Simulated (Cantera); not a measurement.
Source: NASA polynomial tables (part measured, part estimated), evaluated in Cantera. Values are per mole of reaction as written; species without (g) are pure solids or liquids, kept so even where they would boil at 1 bar.

2 FeCl₂(g) + Cl₂(g) = 2 FeCl₃(g)

```
T (K)  ΔH° (kJ)  ΔS° (J/K)  ΔG° (kJ)  log10 K
-----  --------  ---------  --------  -------
1600     -220.4     -126.7     -17.7     0.58
1700          ?          ?         ?        ?
1800          ?          ?         ?        ?
1900          ?          ?         ?        ?
2000     -221.5     -127.3      33.1    -0.86
```

Question: Complete the blanks.

Answer: 
- 1700, ΔH° (kJ): -220.5
- 1700, ΔS° (J/K): -126.8
- 1700, ΔG° (kJ): -5.0
- 1700, log10 K: 0.15
- 1800, ΔH° (kJ): -220.8
- 1800, ΔS° (J/K): -126.9
- 1800, ΔG° (kJ): 7.7
- 1800, log10 K: -0.22
- 1900, ΔH° (kJ): -221.1
- 1900, ΔS° (J/K): -127.1
- 1900, ΔG° (kJ): 20.4
- 1900, log10 K: -0.56
